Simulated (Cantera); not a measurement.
A closed system holds: 1 mol Ti, 0.0018 mol O₂, 22 mol CO, at 1575 K and 320000 Pa.

Cantera equilibrium calculation (NASA polynomials, part measured and part estimated; ideal gas, pure solids and liquids). Candidate condensed phases: C, Ti, TiC, TiO, TiO₂, Ti₂O₃, Ti₃O₅, Ti₄O₇; 15 gas species. Rates play no part.

Base state: CO 0.999, CO₂ 0.00113 (mole fractions); condensed: C(graphite) + Ti₃O₅(s).

Task: What changes in the equilibrium state with this change: pressure from 320000 Pa to 220000 Pa?

Result: 
```csv
species,before,after
CO,0.999,0.999
CO₂,0.00113,0.000777
"C(graphite), mol",1.69,1.68
"Ti₃O₅(s), mol",0.333,0.333
```
